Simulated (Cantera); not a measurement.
A freely propagating, adiabatic, planar premixed flame of H₂ : O₂ : N₂ = 1 : 0.602 : 2.27 (molar parts), equivalence ratio 0.83, unburnt at 400 K and 30000 Pa; mixture-averaged transport, grid criteria slope 0.08 and curve 0.16, no radiation.

Detailed kinetics in Cantera: the H2/O2 subset of GRI-Mech 3.0, which has no nitrogen chemistry. Burning velocities carry a grid error of a few per cent, more on coarse grids.

x: mole fraction of selected species; z is measured from the peak of heat release.

```json
[
 {"z (mm)": "-5.67", "T (K)": "400", "u (m/s)": "2.86", "x H₂": "0.258", "x O₂": "0.155", "x H": "<1e-8", "x H₂O₂": "<1e-8", "x HO₂": "<1e-8", "x O": "<1e-8"},
 {"z (mm)": "-3.78", "T (K)": "400", "u (m/s)": "2.86", "x H₂": "0.258", "x O₂": "0.155", "x H": "<1e-8", "x H₂O₂": "<1e-8", "x HO₂": "<1e-8", "x O": "<1e-8"},
 {"z (mm)": "-2.84", "T (K)": "400", "u (m/s)": "2.86", "x H₂": "0.258", "x O₂": "0.155", "x H": "<1e-8", "x H₂O₂": "<1e-8", "x HO₂": "<1e-8", "x O": "<1e-8"},
 {"z (mm)": "-1.89", "T (K)": "400", "u (m/s)": "2.86", "x H₂": "0.258", "x O₂": "0.155", "x H": "<1e-8", "x H₂O₂": "<1e-8", "x HO₂": "2.60e-8", "x O": "<1e-8"},
 {"z (mm)": "-0.945", "T (K)": "406", "u (m/s)": "2.89", "x H₂": "0.255", "x O₂": "0.156", "x H": "7.41e-6", "x H₂O₂": "2.92e-6", "x HO₂": "6.36e-5", "x O": "9.63e-7"},
 {"z (mm)": "-0.473", "T (K)": "[?]", "u (m/s)": "4.30", "x H₂": "0.222", "x O₂": "0.153", "x H": "0.00355", "x H₂O₂": "3.16e-5", "x HO₂": "0.000122", "x O": "0.000125"},
 {"z (mm)": "0", "T (K)": "[?]", "u (m/s)": "7.17", "x H₂": "0.124", "x O₂": "0.118", "x H": "0.0304", "x H₂O₂": "2.18e-6", "x HO₂": "4.07e-5", "x O": "0.00446"},
 {"z (mm)": "0.473", "T (K)": "[?]", "u (m/s)": "9.10", "x H₂": "0.0445", "x O₂": "0.0632", "x H": "0.0486", "x H₂O₂": "2.05e-6", "x HO₂": "1.83e-5", "x O": "0.0121"},
 {"z (mm)": "0.945", "T (K)": "[?]", "u (m/s)": "9.99", "x H₂": "0.0304", "x O₂": "0.0492", "x H": "0.0442", "x H₂O₂": "1.35e-6", "x HO₂": "1.22e-5", "x O": "0.0134"},
 {"z (mm)": "1.89", "T (K)": "[?]", "u (m/s)": "10.9", "x H₂": "0.0283", "x O₂": "0.0446", "x H": "0.0334", "x H₂O₂": "7.10e-7", "x HO₂": "9.00e-6", "x O": "0.0122"},
 {"z (mm)": "3.78", "T (K)": "1817", "u (m/s)": "11.7", "x H₂": "0.0255", "x O₂": "0.0409", "x H": "0.0225", "x H₂O₂": "3.58e-7", "x HO₂": "6.48e-6", "x O": "0.00987"},
 {"z (mm)": "7.56", "T (K)": "1960", "u (m/s)": "12.5", "x H₂": "0.0209", "x O₂": "0.0375", "x H": "0.0135", "x H₂O₂": "2.00e-7", "x HO₂": "4.46e-6", "x O": "0.00717"},
 {"z (mm)": "15.1", "T (K)": "2082", "u (m/s)": "13.2", "x H₂": "0.0152", "x O₂": "0.0346", "x H": "0.00700", "x H₂O₂": "1.29e-7", "x HO₂": "3.00e-6", "x O": "0.00464"}
]
```

Q: Fill in the missing entries.

A: 
- -0.473, T (K): 621
- 0, T (K): 1070
- 0.473, T (K): 1374
- 0.945, T (K): 1517
- 1.89, T (K): 1666
